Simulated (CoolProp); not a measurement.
Saturation properties of acetone (Tc = 235.0 °C, pc = 4.692 MPa, ω = 0.307).

Model: reference Helmholtz-energy equation of state, Lemmon 2006, in CoolProp. It is a short technical equation, of lower accuracy than the large ones.

| T (°C) | p (MPa) | vapour density (kg/m³) | enthalpy of vaporisation (kJ/kg) | liquid cp (kJ/(kg K)) |
|---|---|---|---|---|
| -2.65 | 0.008068 | 0.2107 | 561.4 | 2.083 |
| 16.95 | 0.02147 | 0.5278 | ? | ? |
| 36.45 | 0.04928 | 1.151 | 522.4 | 2.173 |
| 55.95 | 0.1009 | 2.259 | ? | 2.229 |
| 75.45 | 0.1884 | 4.083 | 479.3 | 2.294 |
| 94.95 | 0.3263 | 6.921 | 455.3 | 2.368 |
| 114.45 | 0.5315 | 11.16 | 429.0 | 2.455 |
| 133.95 | 0.8230 | 17.35 | 399.7 | 2.560 |
| 153.45 | 1.222 | 26.30 | 366.3 | 2.692 |

### Question
Some entries are withheld; supply them.

### Answer

- 16.95, enthalpy of vaporisation (kJ/kg): 542.3
- 16.95, liquid cp (kJ/(kg K)): 2.124
- 55.95, enthalpy of vaporisation (kJ/kg): 501.6

It boils at 56.1 °C under 1 atm.
